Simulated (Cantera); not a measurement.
Ignition delay

Mixture: CH4 : O2 : N2 : H2O = 1 : 1.82 : 6.84 : 0.63 (molar parts), at 130000 Pa, adiabatic and at constant volume. Ignition delay is the time to a rise of 400 K.

Computed with Cantera and GRI-Mech 3.0 (53 species, 325 reactions).

```json
[
 {"T0 (K)": "1298", "delay (ms)": "11.4"},
 {"T0 (K)": "1373", "delay (ms)": "4.54"},
 {"T0 (K)": "1448", "delay (ms)": "1.91"},
 {"T0 (K)": "1523", "delay (ms)": "0.858"},
 {"T0 (K)": "1598", "delay (ms)": "0.414"},
 {"T0 (K)": "1673", "delay (ms)": "0.216"},
 {"T0 (K)": "1748", "delay (ms)": "0.122"},
 {"T0 (K)": "1823", "delay (ms)": "0.0730"},
 {"T0 (K)": "1898", "delay (ms)": "0.0462"},
 {"T0 (K)": "1973", "delay (ms)": "0.0307"}
]
```

The apparent activation energy between 1823 and 1973 K comes out as 170 kJ/mol.
